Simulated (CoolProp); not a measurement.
Toluene along the isobar 2.53 MPa: Z from the reference equation and from simpler models built on Tc = 591.7 K, pc = 4.126 MPa, ω = 0.266; each cubic takes its own stable root.

The numbers come from the reference Helmholtz-energy equation of state, Lemmon 2006 in CoolProp. It is a short technical equation, of lower accuracy than the large ones.

```tsv
T (K)	phase	reference
444.7	liquid	0.08793
453.6	liquid	0.08749
462.4	liquid	0.08715
471.3	liquid	0.08691
480.2	liquid	0.08679
489.1	liquid	0.08679
498	liquid	0.08694
506.9	liquid	0.08726
515.7	liquid	0.08778
524.6	liquid	0.08856
```

Question: How far does each simpler model (van der Waals, Redlich-Kwong, Soave-Redlich-Kwong, Peng-Robinson) lie from the reference over these 10 states: mean and median of the absolute difference, and the worst?

Answer: 
- van der Waals: mean 68.7 %, median 68.2 %, worst +71.9 % at 524.6 K and 2.53 MPa
- Redlich-Kwong: mean 20.1 %, median 19.7 %, worst +24.4 % at 524.6 K and 2.53 MPa
- Soave-Redlich-Kwong: mean 14.4 %, median 14.0 %, worst +17.8 % at 524.6 K and 2.53 MPa
- Peng-Robinson: mean 1.4 %, median 0.9 %, worst +4.0 % at 524.6 K and 2.53 MPa
